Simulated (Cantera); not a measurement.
A closed system holds: 1 mol C₆H₆, 0.083 mol H₂O, equilibrated at 10.0 mbar.

Cantera equilibrium calculation (NASA polynomials, part measured and part estimated; ideal gas, pure solids and liquids). Candidate condensed phases: C, C₆H₆, C₇H₈, C₈H₁₈, H₂O; 110 gas species. Kinetics and transport are ignored. All values below are at 1052 °C.

Base state: H₂ 0.974, CO 0.0262, CH₄ 6.37e-5, H 1.61e-5 (mole fractions); condensed: C(graphite).

### Question
What changes in the equilibrium state with this change: H₂O from 0.083 to 0.49 mol?

### Answer
```
species            before    after
----------------  -------  -------
H₂                  0.974    0.877
CO                 0.0262    0.123
CH₄               6.37e-5  5.16e-5
H                 1.61e-5  1.53e-5
C(graphite), mol     5.92     5.51
```
